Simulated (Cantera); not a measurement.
Cantera run, input and output.

```python
import numpy as np
import cantera as ct

gas = ct.Solution("gri30.yaml")
gas.TPX = 698, 41000, {'CH4': 1, 'O2': 3.33, 'N2': 12.5}
inlet = ct.Reservoir(gas, clone=True)
gas.equilibrate("HP")  # start burning
reactor = ct.IdealGasConstPressureReactor(gas, energy="on", clone=False)
exhaust = ct.Reservoir(gas, clone=True)
tau = [0.041, 0.022, 0.012, 0.0062, 0.0033, 0.0018, 0.00095, 0.00051, 0.00027, 0.00014, 7.7e-05, 4.1e-05][0]
for a, b in ((inlet, reactor), (reactor, exhaust)):
    ct.MassFlowController(a, b, mdot=lambda t: reactor.mass / tau)
net = ct.ReactorNet([reactor])
show = ['CH4', 'O2', 'H2O', 'C2H4', 'CO', 'CH2O', 'OH']

rows = []
print(f"{'tau/s':>10s}{'T/K':>9s}" + "".join(f"{s:>11s}" for s in show))
for tau in [0.041, 0.022, 0.012, 0.0062, 0.0033, 0.0018, 0.00095, 0.00051, 0.00027, 0.00014, 7.7e-05, 4.1e-05]:
    net.initial_time = 0.0
    net.advance(30 * tau)
    before = gas.X
    net.advance(40 * tau)
    drift = np.max(np.abs(gas.X - before) / (gas.X + 1e-9))
    rows.append([gas.T, *gas[show].X, drift])
    print(f"{tau:10.3e}{gas.T:9.1f}" + "".join(f"{x:11.3e}" for x in gas[show].X))
```

It prints:

```
     tau/s      T/K        CH4         O2        H2O       C2H4         CO       CH2O         OH
 4.100e-02   1945.7  1.317e-05  7.859e-02  1.156e-01  6.367e-10  1.827e-03  1.916e-06  3.923e-03
 2.200e-02   1930.7  1.971e-05  7.872e-02  1.147e-01  1.058e-09  2.582e-03  2.914e-06  4.576e-03
 1.200e-02   1911.2  2.937e-05  7.893e-02  1.137e-01  1.728e-09  3.568e-03  4.356e-06  5.251e-03
 6.200e-03   1883.5  4.614e-05  7.932e-02  1.122e-01  3.051e-09  4.961e-03  6.757e-06  5.969e-03
 3.300e-03   1850.3  7.298e-05  7.990e-02  1.105e-01  5.623e-09  6.638e-03  1.038e-05  6.563e-03
 1.800e-03   1812.1  1.175e-04  8.076e-02  1.087e-01  1.115e-08  8.632e-03  1.600e-05  6.973e-03
 9.500e-04   1765.8  2.046e-04  8.219e-02  1.067e-01  2.636e-08  1.133e-02  2.618e-05  7.157e-03
 5.100e-04   1715.1  3.775e-04  8.452e-02  1.046e-01  7.375e-08  1.496e-02  4.480e-05  7.011e-03
 2.700e-04   1655.9  8.003e-04  8.886e-02  1.025e-01  2.910e-07  2.059e-02  8.606e-05  6.393e-03
 1.400e-04   1559.3  2.789e-03  1.008e-01  9.781e-02  3.822e-06  3.089e-02  2.441e-04  4.269e-03
 7.700e-05    698.0  5.942e-02  1.979e-01 -8.255e-15 -1.402e-17 -2.969e-15 -1.397e-16  9.254e-21
 4.100e-05    698.0  5.942e-02  1.979e-01 -2.766e-16 -4.697e-19 -9.949e-17 -4.648e-18  4.847e-21
```

Model: GRI-Mech 3.0 (53 species, 325 reactions), integrated in Cantera.
